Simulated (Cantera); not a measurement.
Feed: 1 mol AlCl3, 8.6 mol O2, 180 mol N2, at 21.0 mbar.

Cantera equilibrium calculation (NASA polynomials, part measured and part estimated; ideal gas, pure solids and liquids). Candidate condensed phases: Al, AlCl3, AlN, Al2O3; 24 gas species. Equilibrium is a limit: real reactors are often held back by kinetics, nucleation or transport.

log p: log10 of the partial pressure in bar; n: condensed amount in mol.

| T (K) | log p N2 | log p O2 | log p Cl | log p Cl2 | log p NO | n Al2O3(s) |
|---|---|---|---|---|---|---|
| 1023 | -1.70 | -3.06 | -5.16 | -3.79 | -6.39 | 0.500 |
| 1098 | -1.70 | -3.06 | -4.73 | -3.80 | -6.07 | 0.500 |
| 1173 | -1.70 | -3.06 | -4.37 | -3.84 | -5.79 | 0.500 |
| 1248 | -1.70 | -3.06 | -4.07 | [?] | -5.55 | 0.500 |
| 1323 | -1.70 | -3.06 | -3.84 | [?] | -5.33 | 0.500 |
| 1398 | -1.70 | -3.06 | -3.67 | [?] | -5.14 | 0.500 |
| 1473 | -1.70 | -3.07 | -3.57 | [?] | -4.96 | 0.500 |
| 1548 | -1.70 | -3.07 | -3.52 | [?] | -4.81 | 0.500 |
| 1623 | -1.70 | -3.07 | -3.50 | [?] | -4.67 | 0.500 |
| 1698 | -1.70 | -3.07 | -3.49 | [?] | -4.54 | 0.500 |
| 1773 | -1.70 | -3.07 | -3.49 | [?] | -4.42 | 0.500 |

### Question
Complete the blanks.

### Answer

- 1248, log p Cl2: -3.91
- 1323, log p Cl2: -4.03
- 1398, log p Cl2: -4.23
- 1473, log p Cl2: -4.51
- 1548, log p Cl2: -4.85
- 1623, log p Cl2: -5.20
- 1698, log p Cl2: -5.54
- 1773, log p Cl2: -5.86
